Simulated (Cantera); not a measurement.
A freely propagating, adiabatic, planar premixed flame of 19.3 % H₂, 16.9 % O₂, 63.7 % N₂, unburnt at 475 K and 0.513 atm; mixture-averaged transport, grid criteria slope 0.08 and curve 0.16, no radiation.

Model: the H2/O2 subset of GRI-Mech 3.0, which has no nitrogen chemistry, integrated in Cantera. Burning velocities carry a grid error of a few per cent, more on coarse grids. Lean hydrogen flames are cellular in practice and burn faster than this planar one.

x: mole fraction of selected species; z is measured from the peak of heat release.

```json
[
 {"z (mm)": "-2.70", "T (K)": "475", "u (m/s)": "2.38", "x H₂": "0.193", "x O₂": "0.169", "x O": "<1e-8", "x H": "<1e-8", "x H₂O₂": "<1e-8", "x OH": "<1e-8"},
 {"z (mm)": "-1.80", "T (K)": "475", "u (m/s)": "2.38", "x H₂": "0.193", "x O₂": "0.169", "x O": "<1e-8", "x H": "<1e-8", "x H₂O₂": "<1e-8", "x OH": "<1e-8"},
 {"z (mm)": "-1.35", "T (K)": "475", "u (m/s)": "2.38", "x H₂": "0.193", "x O₂": "0.169", "x O": "<1e-8", "x H": "<1e-8", "x H₂O₂": "<1e-8", "x OH": "<1e-8"},
 {"z (mm)": "-0.900", "T (K)": "475", "u (m/s)": "2.37", "x H₂": "0.192", "x O₂": "0.170", "x O": "2.04e-8", "x H": "<1e-8", "x H₂O₂": "[?]", "x OH": "<1e-8"},
 {"z (mm)": "-0.450", "T (K)": "517", "u (m/s)": "2.54", "x H₂": "0.175", "x O₂": "0.172", "x O": "8.07e-6", "x H": "7.05e-5", "x H₂O₂": "[?]", "x OH": "6.48e-5"},
 {"z (mm)": "-0.225", "T (K)": "756", "u (m/s)": "3.61", "x H₂": "0.135", "x O₂": "0.166", "x O": "0.000263", "x H": "0.00277", "x H₂O₂": "[?]", "x OH": "0.000621"},
 {"z (mm)": "0", "T (K)": "1104", "u (m/s)": "5.16", "x H₂": "0.0723", "x O₂": "0.137", "x O": "0.00351", "x H": "0.0130", "x H₂O₂": "[?]", "x OH": "0.00216"},
 {"z (mm)": "0.225", "T (K)": "1356", "u (m/s)": "6.29", "x H₂": "0.0269", "x O₂": "0.101", "x O": "0.00877", "x H": "0.0189", "x H₂O₂": "[?]", "x OH": "0.00570"},
 {"z (mm)": "0.450", "T (K)": "1492", "u (m/s)": "6.90", "x H₂": "0.0136", "x O₂": "0.0873", "x O": "0.0103", "x H": "0.0164", "x H₂O₂": "[?]", "x OH": "0.00783"},
 {"z (mm)": "0.900", "T (K)": "1628", "u (m/s)": "7.48", "x H₂": "0.00919", "x O₂": "0.0824", "x O": "0.00862", "x H": "0.0102", "x H₂O₂": "[?]", "x OH": "0.00914"},
 {"z (mm)": "1.80", "T (K)": "1745", "u (m/s)": "7.97", "x H₂": "0.00623", "x O₂": "0.0808", "x O": "0.00567", "x H": "0.00487", "x H₂O₂": "[?]", "x OH": "0.00899"},
 {"z (mm)": "3.60", "T (K)": "1828", "u (m/s)": "8.31", "x H₂": "0.00340", "x O₂": "0.0804", "x O": "0.00301", "x H": "0.00176", "x H₂O₂": "[?]", "x OH": "0.00744"},
 {"z (mm)": "7.20", "T (K)": "1877", "u (m/s)": "8.50", "x H₂": "0.00147", "x O₂": "0.0806", "x O": "0.00128", "x H": "0.000469", "x H₂O₂": "[?]", "x OH": "0.00522"}
]
```

Question: Some entries are withheld; supply them.

Answer: 
- -0.900, x H₂O₂: 5.15e-8
- -0.450, x H₂O₂: 1.67e-5
- -0.225, x H₂O₂: 2.16e-5
- 0, x H₂O₂: 5.23e-6
- 0.225, x H₂O₂: 3.60e-6
- 0.450, x H₂O₂: 2.13e-6
- 0.900, x H₂O₂: 1.05e-6
- 1.80, x H₂O₂: 5.29e-7
- 3.60, x H₂O₂: 2.92e-7
- 7.20, x H₂O₂: 1.66e-7
